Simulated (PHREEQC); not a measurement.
A solution holds 0.0045 mol/kgw Cu(NO3)2, 0.0038 mol/kgw HBF4 and 0.00043 mol/kgw H3BO3, at 25 °C. Closed to the air; pH follows from the charge balance.

Computed with PHREEQC (ion-association model, phreeqc.dat).

The pH is 2.48, the ionic strength is 0.0171 mol/kgw and the total alkalinity is -15.2 meq/kg.

```
species    molality  activity   log γ
---------  --------  --------  ------
NO3-        0.00900   0.00785  -0.059
Cu+2        0.00446   0.00274  -0.212
H+          0.00369   0.00331  -0.048
HF          0.00342   0.00343   0.002
BF4-        0.00248   0.00218  -0.056
H3BO3       0.00138   0.00138   0.002
F-         0.000790  0.000691  -0.058
BF3OH-     0.000266  0.000234  -0.056
BF2(OH)2-  0.000106   9.32e-5  -0.056
CuF+        3.92e-5   3.44e-5  -0.056
HF2-        1.04e-5   9.10e-6  -0.056
BF(OH)3-    4.33e-7   3.80e-7  -0.056
```

No solid was allowed to form. Species that the database lacks are ignored. Real BF4- forms and hydrolyses slowly; the run takes it at equilibrium.
